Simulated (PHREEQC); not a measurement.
A solution holds 0.095 mol/kgw HF, 0.00073 mol/kgw (NH4)2SiF6, 0.0017 mol/kgw H3BO3 and 5.1e-05 mol/kgw HCl, at 15 °C. Closed to the air; pH follows from the charge balance.

Equilibrium calculation in PHREEQC: ion-association model, phreeqc.dat.

| quantity | before | after |
|---|---|---|
| pH | 2.01 | 3.13 |
| ionic strength (mol/kgw) | 0.0130 | 0.0532 |
| HF (mol/kgw) | 0.0773 | 0.0330 |
| F- (mol/kgw) | 0.00709 | 0.0442 |
| HF2- (mol/kgw) | 0.00192 | 0.00511 |
| NH3 (mol/kgw) | 3.63e-11 | 4.26e-10 |

**Question.** Name the change that produced these shifts.
A. H3BO3 left out
B. diluted 10-fold with water
C. (NH4)2SiF6 replaced by NH4HS at the same molality
D. 0.051 mol/kgw NaOH added

**Answer.** D, 0.051 mol/kgw NaOH added

No solid was allowed to form. SiF6-2 is the database's only silicon fluoride. Real BF4- forms and hydrolyses slowly; the run takes it at equilibrium.
